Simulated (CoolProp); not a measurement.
Computed with CoolProp (reference Helmholtz-energy equation of state, Lemmon 2005). It is a short technical equation, of lower accuracy than the large ones.

For cis-2-butene, give the phase and the density (kg/m³), speed of sound (m/s), expansivity (1/kK) at 480.9 K and 177 bar.


- 480.9 K and 177 bar: supercritical; density 423, speed of sound 467, expansivity 3.40
